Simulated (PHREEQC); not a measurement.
Make-up at 81 °C: 0.026 mol KBr, 3e-05 mol Mn(NO3)2 and 0.00093 mol CaSO4 per kg of water. Closed to the air; pH follows from the charge balance.

Computed with PHREEQC (ion-association model, phreeqc.dat).

Each row changes one thing in this solution. Precipitation was switched off in this run.

```
case                                     pH  ionic strength (mol/kgw)  Ca+2 (mol/kgw)  SO4-2 (mol/kgw)  KSO4- (mol/kgw)  CaSO4 (mol/kgw)  SI of Gypsum (CaSO4:2H2O)
-------------------------------------  ----  ------------------------  --------------  ---------------  ---------------  ---------------  -------------------------
as made                                6.29                    0.0293        0.000889         0.000738         0.000149          4.10e-5                      -2.04
temperature from 81 to 35 °C           6.83                    0.0295        0.000892         0.000801          8.96e-5          3.81e-5                      -2.11
diluted 100-fold with water            6.29                  0.000298         9.28e-6          9.24e-6          3.52e-8          1.82e-8                      -5.40
KBr from 0.026 to 0.0234 mol/kgw          …                    0.0267        0.000887         0.000745         0.000139          4.34e-5                      -2.02
CaSO4 from 0.00093 to 0.00186 mol/kgw  6.32                    0.0324         0.00171          0.00143                …         0.000145                      -1.49
0.014 mol/kgw H2SO4 added              1.84                    0.0484        0.000764          0.00342                …         0.000122                      -1.57
```

Question: What belongs in the gaps?

Answer: 
- KBr from 0.026 to 0.0234 mol/kgw, pH: 6.30
- CaSO4 from 0.00093 to 0.00186 mol/kgw, KSO4- (mol/kgw): 0.000279
- 0.014 mol/kgw H2SO4 added, KSO4- (mol/kgw): 0.000581

Constants without temperature data keep their 25 °C values here.
